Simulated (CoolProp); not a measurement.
Properties of n-nonane along the isotherm 600 K.

Computed with CoolProp (reference Helmholtz-energy equation of state, Lemmon 2006). It is a short technical equation, of lower accuracy than the large ones.

| p (MPa) | phase | density (kg/m³) | cv (kJ/(kg K)) | Joule-Thomson coefficient (K/MPa) |
|---|---|---|---|---|
| 0.00361 | gas | 0.09286 | 2.791 | 7.546 |
| 0.00544 | gas | 0.1400 | 2.791 | [?] |
| 0.00821 | gas | 0.2113 | 2.791 | 7.555 |
| 0.0124 | gas | 0.3194 | 2.791 | [?] |
| 0.0187 | gas | 0.4821 | 2.791 | 7.575 |
| 0.0282 | gas | 0.7280 | 2.792 | [?] |
| 0.0425 | gas | 1.100 | 2.792 | 7.620 |
| 0.0642 | gas | 1.666 | 2.793 | [?] |
| 0.0968 | gas | 2.525 | 2.794 | 7.726 |
| 0.146 | gas | 3.838 | 2.797 | 7.826 |
| 0.22 | gas | 5.851 | 2.800 | 7.981 |
| 0.332 | gas | 8.995 | [?] | 8.231 |
| 0.501 | gas | 13.98 | 2.813 | 8.646 |
| 0.756 | gas | 22.16 | 2.825 | 9.380 |
| 1.14 | gas | 36.50 | 2.848 | [?] |

Problem. What belongs in the gaps?

Solution. 
- 0.00544, Joule-Thomson coefficient (K/MPa): 7.550
- 0.0124, Joule-Thomson coefficient (K/MPa): 7.563
- 0.0282, Joule-Thomson coefficient (K/MPa): 7.593
- 0.0642, Joule-Thomson coefficient (K/MPa): 7.662
- 0.332, cv (kJ/(kg K)): 2.805
- 1.14, Joule-Thomson coefficient (K/MPa): 10.84
